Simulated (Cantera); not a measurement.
Input: 1 mol TiO2, 2.3 mol H2, 1.1 mol H2O, at 0.100 bar.

Equilibrium computed with Cantera from the NASA thermochemical tables; the gas is ideal and each condensed phase is pure. Candidate condensed phases: H2O, Ti, TiO, TiO2, Ti2O3, Ti3O5, Ti4O7; 12 gas species. Gases not in the tables: TiO(OH)2. Rates play no part.

At 1525 K, list the 3 most abundant gas species with their mole fractions, and the condensed phases.

H2 0.676, H2O 0.324, H 6.15e-5. Condensed: TiO2(rutile).
